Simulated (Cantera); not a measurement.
What does this Cantera script print?

```python
import numpy as np
import cantera as ct

gas_names = """
    NO B2O2 B2O3
""".split()
cond_names = """
    BN(s)
""".split()


# ... load() reads the species with a 1 bar reference pressure and builds the phases ...
species = {s.name: s for s in load("nasa_gas.yaml", gas_names) + load("nasa_condensed.yaml", cond_names)}
# Each term lists the table entries of one substance; the one whose range holds T is used.
reactions = {
    '2 NO(g) + 5 B2O2(g) = 2 BN + 4 B2O3(g)':
        [(-2, ['NO']), (-5, ['B2O2']), (2, ['BN(s)']), (4, ['B2O3'])],
}


def pick(names, T):
    return next(species[n] for n in names if species[n].thermo.min_temp <= T <= species[n].thermo.max_temp)


results = []
for label, terms in reactions.items():
    print(label)
    print("     T/K   dH/kJ  dS/(J/K)   dG/kJ   log10 K")
    for T in [2500, 2550, 2600, 2650, 2700, 2750, 2800, 2850, 2900, 2950, 3000]:
        used = [(nu, pick(names, T)) for nu, names in terms]
        dH = sum(nu * s.thermo.h(T) for nu, s in used) / 1e6
        dS = sum(nu * s.thermo.s(T) for nu, s in used) / 1e3
        dG = dH - T * dS / 1e3
        logK = -dG * 1e6 / (ct.gas_constant * T * np.log(10))
        results.append((label, T, dH, dS, dG, logK, [s.name for _, s in used]))
        print(f"{T:8g} {dH:8.1f} {dS:8.1f} {dG:8.1f} {logK:8.2f}")
```

Output:

```
2 NO(g) + 5 B2O2(g) = 2 BN + 4 B2O3(g)
     T/K   dH/kJ  dS/(J/K)   dG/kJ   log10 K
    2500  -1720.5   -462.4   -564.5    11.79
    2550  -1719.5   -462.0   -541.4    11.09
    2600  -1718.5   -461.6   -518.3    10.41
    2650  -1717.5   -461.2   -495.2     9.76
    2700  -1716.5   -460.9   -472.2     9.13
    2750  -1715.6   -460.5   -449.2     8.53
    2800  -1714.6   -460.2   -426.1     7.95
    2850  -1713.7   -459.8   -403.1     7.39
    2900  -1712.8   -459.5   -380.2     6.85
    2950  -1711.8   -459.2   -357.2     6.32
    3000  -1710.9   -458.9   -334.2     5.82
```

Cantera with NASA thermochemical tables; ideal gases at 1 bar, condensed phases pure. Condensed species are held in their standard states even where they would react or evaporate.
